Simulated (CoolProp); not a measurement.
Hydrogen sulfide along the isotherm 317.8 K: Z from the reference equation and from simpler models built on Tc = 373.1 K, pc = 8.999 MPa, ω = 0.101; each cubic takes its own stable root.

Model: reference Helmholtz-energy equation of state, Lemmon 2006, in CoolProp. It is a short technical equation, of lower accuracy than the large ones.

| p (MPa) | phase | reference |
|---|---|---|
| 1.69 | gas | 0.8847 |
| 3.37 | liquid | 0.06011 |
| 5.06 | liquid | 0.08936 |
| 6.75 | liquid | 0.1181 |
| 8.44 | liquid | 0.1465 |
| 10.1 | liquid | 0.1740 |
| 11.8 | liquid | 0.2018 |
| 13.5 | liquid | 0.2293 |

Problem. How far does each simpler model (van der Waals, Redlich-Kwong, Soave-Redlich-Kwong, Peng-Robinson) lie from the reference over these 8 states: mean and median of the absolute difference, and the worst?

Solution. 
- van der Waals: mean 190.8 %, median 47.7 %, worst +1234.4 % at 317.8 K and 3.37 MPa
- Redlich-Kwong: mean 149.5 %, median 7.8 %, worst +1148.0 % at 317.8 K and 3.37 MPa
- Soave-Redlich-Kwong: mean 5.8 %, median 6.3 %, worst +7.9 % at 317.8 K and 3.37 MPa
- Peng-Robinson: mean 5.1 %, median 5.7 %, worst -6.4 % at 317.8 K and 13.5 MPa

At some of these states van der Waals, Redlich-Kwong gives the other phase, because its saturation line lies elsewhere.
